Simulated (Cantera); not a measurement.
A perfectly stirred reactor is fed with CH4 : CO2 = 1 : 0.22 (molar parts), at 4.93 atm; it is held at 1923 K, and followed from long to short residence time.

Model: GRI-Mech 3.0 (53 species, 325 reactions), integrated in Cantera. GRI-Mech 3.0 stops at C3 and has no aromatics, soot or wall deposition, so with more carbon than oxygen in the feed, carbon stays in small species such as C2H2 where larger ones or solid carbon would form.

Predict: x(CH4) at τ = 3.40 s; x(CO2) at τ = 3.40 s; x(CH2CO) at τ = 3.40 s; x(CH4) at τ = 0.110 s; x(CO2) at τ = 0.110 s; x(CH2CO) at τ = 0.110 s.


```json
{
  "x(CH4) at τ = 3.40 s": "0.0243",
  "x(CO2) at τ = 3.40 s": "4.72e-5",
  "x(CH2CO) at τ = 3.40 s": "2.08e-6",
  "x(CH4) at τ = 0.110 s": "0.0318",
  "x(CO2) at τ = 0.110 s": "0.00126",
  "x(CH2CO) at τ = 0.110 s": "8.01e-6"
}
```
